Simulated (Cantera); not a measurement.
A closed system holds: 1 mol SiH4, 11 mol NH3, held at 1573.15 K.

Cantera equilibrium calculation (NASA polynomials, part measured and part estimated; ideal gas, pure solids and liquids). Candidate condensed phases: Si, Si3N4; 18 gas species. Kinetics and transport are ignored.

Task: Which condensed phases are stable at each of these points (P (Pa)): 5, 36, 260, 1900, 14000, 100000?

Result: 
```json
[
 {"P (Pa)": "5", "condensed phases": "Si(s)", "Si condensed (%)": "97.2"},
 {"P (Pa)": "36", "condensed phases": "Si(s)", "Si condensed (%)": "99.6"},
 {"P (Pa)": "260", "condensed phases": "Si3N4(s)", "Si condensed (%)": "100.0"},
 {"P (Pa)": "1900", "condensed phases": "Si3N4(s)", "Si condensed (%)": "100.0"},
 {"P (Pa)": "14000", "condensed phases": "Si3N4(s)", "Si condensed (%)": "100.0"},
 {"P (Pa)": "100000", "condensed phases": "Si3N4(s)", "Si condensed (%)": "100.0"}
]
```

From 5.00 Pa to 36.0 Pa the condensed part is Si(s). From 2.60 mbar to 1.00 bar the condensed part is Si3N4(s).
